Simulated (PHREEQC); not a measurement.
Solution (25 °C): 0.0035 mol/kgw HF, 0.14 mol/kgw NaF and 1.6e-05 mol/kgw H4SiO4. Closed to the air; pH follows from the charge balance.

Model: ion-association model, wateq4f.dat, run in PHREEQC.

**Question.** The ionic strength comes out as 0.134 mol/kgw. What activity coefficients do F-, Na+, HF2-, SiF6-2, H+ get?

**Answer.** F- 0.74, Na+ 0.77, HF2- 0.74, SiF6-2 0.34, H+ 0.81.

No solid was allowed to form. SiF6-2 is the database's only silicon fluoride.
